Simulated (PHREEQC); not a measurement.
Model water analysis in mmol/kgw, 25 °C, pH 7.43, pe 9.4:

```json
[
 {"constituent": "Na", "mmol/kgw": "57.6"},
 {"constituent": "K", "mmol/kgw": "4.98"},
 {"constituent": "Ca", "mmol/kgw": "19.2"},
 {"constituent": "Mg", "mmol/kgw": "10.5"},
 {"constituent": "Cl", "mmol/kgw": "95"},
 {"constituent": "S(6)", "mmol/kgw": "0.307"},
 {"constituent": "Alkalinity (meq/kgw)", "mmol/kgw": "0.246"},
 {"constituent": "O(0) (counted as O atoms)", "mmol/kgw": "0.234"},
 {"constituent": "Sr", "mmol/kgw": "0.0364"},
 {"constituent": "Si", "mmol/kgw": "0.0127"}
]
```

Valence states are taken as typed.

The numbers come from PHREEQC with the ion-association model, wateq4f.dat.

Precipitation was switched off in this run.

Q: Predict the charge-balance error.

A: charge-balance error 12.1 %.

Q: In which forms is S present?

A: SO4-2 54 %, CaSO4 24 %, MgSO4 16 %, NaSO4- 5.2 %, KSO4- 0.6 % of the S.
